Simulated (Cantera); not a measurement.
A Cantera script and its output.

```python
import numpy as np
import cantera as ct

surf = ct.Interface("ptcombust.yaml", "Pt_surf")
gas = surf.adjacent["gas"]
gas.TPX = 1000, 71000, {'H2': 0.03, 'O2': 0.18, 'N2': 0.79, 'H2O': 0.013}
surf.TP = 1000, 71000
reactor = ct.FlowReactor(gas, clone=False)
reactor.area = 0.0001  # m2
reactor.surface_area_to_volume_ratio = 240  # 1/m
reactor.mass_flow_rate = 2.4 * reactor.area * gas.density  # inlet velocity 2.4 m/s
reactor.energy_enabled = False
wall = ct.ReactorSurface(surf, reactor, clone=False)
net = ct.ReactorNet([reactor])
net.rtol, net.atol = 1e-8, 1e-16
show, cover = ['H2', 'O2', 'H2O'], ['PT(S)', 'H(S)', 'O(S)', 'OH(S)', 'CO(S)', 'C(S)']

rows = []
print(f"{'z/m':>9s}{'u/(m/s)':>9s}" + "".join(f"{s:>13s}" for s in show + cover))
for z in [0.00052, 0.00092, 0.0016, 0.0029, 0.0052, 0.0092, 0.016, 0.029, 0.052]:
    net.advance(z)
    rows.append([reactor.speed, *gas[show].X, *surf[cover].coverages])
    print(f"{z:9.4g}{rows[-1][0]:9.3g}" + "".join(f"{x:13.4e}" for x in rows[-1][1:]))
```

Result:

```
      z/m  u/(m/s)           H2           O2          H2O        PT(S)         H(S)         O(S)        OH(S)        CO(S)         C(S)
  0.00052     2.38   1.6187e-02   1.7209e-01   2.6550e-02   2.6411e-01   7.6177e-07   7.3273e-01   3.1490e-03   1.4847e-30   6.4632e-31
  0.00092     2.38   1.1088e-02   1.6996e-01   3.1759e-02   2.3445e-01   6.2920e-07   7.6243e-01   3.1190e-03   8.6862e-28   6.2493e-30
   0.0016     2.37   6.2202e-03   1.6793e-01   3.6731e-02   2.1155e-01   5.3476e-07   7.8535e-01   3.0956e-03   2.9973e-27   2.0991e-29
   0.0029     2.37   2.2554e-03   1.6627e-01   4.0781e-02   1.9607e-01   4.7454e-07   8.0084e-01   3.0807e-03   2.1917e-27   1.6342e-29
   0.0052     2.36   4.0834e-04   1.6550e-01   4.2668e-02   1.8968e-01   4.5044e-07   8.0724e-01   3.0750e-03   1.9702e-25   1.4103e-27
   0.0092     2.36   2.1888e-05   1.6534e-01   4.3063e-02   1.8840e-01   4.4567e-07   8.0852e-01   3.0739e-03   1.3511e-28   9.3476e-31
    0.016     2.36   1.5309e-07   1.6533e-01   4.3085e-02   1.8833e-01   4.4541e-07   8.0859e-01   3.0738e-03   1.3188e-28   9.1047e-31
    0.029     2.36   2.8289e-10   1.6533e-01   4.3085e-02   1.8833e-01   4.4541e-07   8.0859e-01   3.0738e-03   6.3878e-29   8.2413e-31
    0.052     2.36   2.6827e-10   1.6533e-01   4.3086e-02   1.8833e-01   4.4541e-07   8.0859e-01   3.0738e-03  -7.6329e-27   7.0870e-31
```

Computed with Cantera and Deutschmann's 1995 Pt surface mechanism with GRI-Mech 3.0 gas chemistry. Catalytic surfaces can have several steady states; this one follows from the mechanism file's or the stated starting coverage. Mass transfer to the wall is taken as infinitely fast.
